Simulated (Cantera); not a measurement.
What does this Cantera script print?

```python
import numpy as np
import cantera as ct

gas = ct.Solution("gri30.yaml")


def delay(T, t_max=10):
    gas.TPX = T, 3000000, {'CH4': 1, 'CO': 0.23, 'O2': 3.65, 'N2': 13.7}
    reactor = ct.IdealGasReactor(gas, clone=False)
    net = ct.ReactorNet([reactor])
    net.rtol, net.atol = 1e-8, 1e-16
    while net.time < t_max:
        t_old, T_old = net.time, reactor.T
        net.step()
        if reactor.T > T + 400:  # ignition: a rise of 400 K
            return t_old + (T + 400 - T_old) / (reactor.T - T_old) * (net.time - t_old)
    return np.nan


taus = []
for T in [1175, 1275, 1375, 1475, 1575, 1675, 1775]:
    taus.append(delay(T))
    print(f"T0 = {T:6g} K   tau = {taus[-1]:.4e} s")
```

It prints:

```
T0 =   1175 K   tau = 2.0167e-03 s
T0 =   1275 K   tau = 5.5744e-04 s
T0 =   1375 K   tau = 1.8569e-04 s
T0 =   1475 K   tau = 7.0897e-05 s
T0 =   1575 K   tau = 3.0059e-05 s
T0 =   1675 K   tau = 1.3886e-05 s
T0 =   1775 K   tau = 6.9124e-06 s
```

Detailed kinetics in Cantera: GRI-Mech 3.0 (53 species, 325 reactions). The pressure lies above the range GRI-Mech 3.0 was tuned for (to about 10 atm).
